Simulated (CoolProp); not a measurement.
Vapour-liquid equilibrium of cyclohexane (1) + o-xylene (2) at 509.3 K; x and y are mole fractions of (1).

Values from CoolProp's multi-fluid Helmholtz-energy mixture model, Zhou 2014 and Zhou 2012; pair parameters Bell 2016.

### Question
Give the bubble pressure and the first vapour's composition at x = 0.2, 0.5, 0.95. Is there an azeotrope?

### Answer
x = 0.2: 1.050 MPa, y = 0.410; x = 0.5: 1.527 MPa, y = 0.700; x = 0.95: 2.214 MPa, y = 0.970. No azeotrope shows between x = 0.05 and 0.95.

Pair parameters are fitted to limited data, so mixtures are less certain than the pure fluids.
